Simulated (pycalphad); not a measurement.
Source of the numbers: pycalphad with the COST 507 light-alloy database (1999); pressure 1 atm. The data set is of 1999 and partly superseded. Kinetics are ignored, which matters at the lower temperatures.

**Ti-3.75Hf-0.77B (at.%): equilibrium cooling sequence**

```csv
T (°C),phases above,phases below
1644.0,LIQUID,BCC_A2 + LIQUID
1541.4,BCC_A2 + LIQUID,BCC_A2 + BM
856.8,BCC_A2 + BM,BCC_A2 + BM + HCP_A3
849.9,BCC_A2 + BM + HCP_A3,BM + HCP_A3
```

Changes were sought between steps of 50 K, so a narrower field can be missed.

Database names, with the compositions (at.%) that they take in these runs: BM: Ti 50 B 50. BCC_A2 is bcc; HCP_A3 is hcp.
